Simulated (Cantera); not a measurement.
Charge: 1 mol FeS2, 9.2 mol O2, 0.037 mol CO2, equilibrated at 1098.15 K and 0.440 bar.

Equilibrium computed with Cantera from the NASA thermochemical tables; the gas is ideal and each condensed phase is pure. Candidate condensed phases: C, Fe, Fe(CO)5, FeO, FeS, FeSO4, FeS2, Fe2O3, Fe2(SO4)3, Fe3O4, S; 25 gas species. Equilibrium is a limit: real reactors are often held back by kinetics, nucleation or transport.

Base state: O2 0.752, SO2 0.178, SO3 0.0650, CO2 0.00450 (mole fractions); condensed: Fe2O3(s).

Q: What changes in the equilibrium state with this change: temperature from 1098.15 K to 1598 K?

A: 
| species | before | after |
|---|---|---|
| O2 | 0.752 | 0.760 |
| SO2 | 0.178 | 0.233 |
| CO2 | 0.00450 | 0.00437 |
| SO3 | 0.0650 | 0.00315 |
| O | 3.11e-9 | 1.86e-5 |
| Fe2O3(s), mol | 0.500 | 0.500 |

Q: What changes in the equilibrium state with this change: temperature from 1098.15 K to 848 K?

A: 
```tsv
species	before	after
O2	0.752	0.911
SO3	0.0650	0.0752
SO2	0.178	0.00796
CO2	0.00450	0.00616
Fe2O3(s), mol	0.500	0
Fe2(SO4)3(s), mol	0	0.500
```
